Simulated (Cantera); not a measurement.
# Reactions in the system N-O-V

Source: NASA polynomial tables (part measured, part estimated), evaluated in Cantera. Values are per mole of reaction as written; species without (g) are pure solids or liquids, kept so even where they would boil at 1 bar. VN: taken at fixed stoichiometry.

2 VN + O3(g) → N2(g) + V2O3

| T (K) | ΔH° (kJ) | ΔS° (J/K) | ΔG° (kJ) | log10 K |
|---|---|---|---|---|
| 300 | -926.2 | -23.7 | -919.2 | 160.03 |
| 375 | -924.9 | -19.7 | -917.5 | 127.80 |
| 425 | -924.1 | -17.6 | -916.6 | 112.65 |
| 475 | -923.3 | -15.9 | -915.8 | 100.70 |
| 525 | -922.7 | -14.6 | -915.0 | 91.04 |
| 575 | -922.1 | -13.5 | -914.3 | 83.06 |
| 625 | -921.5 | -12.6 | -913.6 | 76.36 |
| 675 | -921.0 | -11.9 | -913.0 | 70.65 |
| 725 | -920.6 | -11.2 | -912.5 | 65.74 |
